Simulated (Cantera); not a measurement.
Charge: 1 mol SrCl2, 46 mol H2, 0.17 mol N2, at 72000 Pa.

Equilibrium computed with Cantera from the NASA thermochemical tables; the gas is ideal and each condensed phase is pure. Candidate condensed phases: NH4Cl, Sr, SrCl2; 15 gas species. Equilibrium is a limit: real reactors are often held back by kinetics, nucleation or transport.

Problem. Which condensed phases are stable at each of these points (T (K)): 1348, 1398, 1448, 1498, 1548, 1598, 1648, 1698, 1748, 1798, 1848, 1898, 1948?

Solution. 
```
T (K)  condensed phases  Sr condensed (%)
-----  ----------------  ----------------
1348           SrCl2(l)              99.8
1398           SrCl2(l)              99.4
1448           SrCl2(l)              98.7
1498           SrCl2(l)              97.1
1548           SrCl2(l)              93.9
1598           SrCl2(l)              88.0
1648           SrCl2(l)              77.1
1698           SrCl2(l)              58.2
1748           SrCl2(l)              26.3
1798           gas only               0.0
1848           gas only               0.0
1898           gas only               0.0
1948           gas only               0.0
```

From 1348 K to 1748 K the condensed part is SrCl2(l). From 1798 K to 1948 K nothing is condensed.
